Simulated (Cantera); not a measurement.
An isothermal, constant-pressure homogeneous reactor starts with CH₄ : H₂ = 1 : 10 (molar parts), at 1875 K and 38.3 Torr. Integrator tolerance rtol = 1e-08.

Model: GRI-Mech 3.0 (53 species, 325 reactions), integrated in Cantera. GRI-Mech 3.0 stops at C3 and has no aromatics, soot or wall deposition, so with more carbon than oxygen in the feed, carbon stays in small species such as C2H2 where larger ones or solid carbon would form.

| quantity | before | after |
|---|---|---|
| x(CH₄) at 2.00 s | 0.000448 (gas-phase equilibrium 0.000328) | 0.000472 (gas-phase equilibrium 0.000376) |
| x(H₂) at 2.00 s | 0.955 (gas-phase equilibrium 0.955) | 0.939 (gas-phase equilibrium 0.939) |
| x(C₂H₂) at 2.00 s | 0.0414 (gas-phase equilibrium 0.0414) | 0.0573 (gas-phase equilibrium 0.0574) |
| x(CH₃) at 2.00 s | 2.68e-5 (gas-phase equilibrium 1.96e-5) | 2.85e-5 (gas-phase equilibrium 2.27e-5) |
| x(H) at 2.00 s | 0.00286 (gas-phase equilibrium 0.00286) | 0.00283 (gas-phase equilibrium 0.00283) |
| x(C₂H₄) at 2.00 s | 2.85e-5 (gas-phase equilibrium 2.85e-5) | 3.88e-5 (gas-phase equilibrium 3.88e-5) |

Question: What was changed between the two runs?
A. pressure from 38.3 Torr to 2.03 Torr
B. CH4 1 to 1.5 parts
C. temperature 1875 to 1123 K
D. pressure from 38.3 Torr to 10.00 Torr

Answer: B, CH4 1 to 1.5 parts
